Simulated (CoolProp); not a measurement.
Values from CoolProp's reference Helmholtz-energy equation of state, Thol 2015.

Q: For octamethylcyclotetrasiloxane (D4), give the phase and the density (kg/m³), cp (kJ/(kg K)), cv (kJ/(kg K)), expansivity (1/kK) at 384.2 K and 3.67 MPa.

A: 
- 384.2 K and 3.67 MPa: liquid; density 859, cp 1.83, cv 1.56, expansivity 1.34
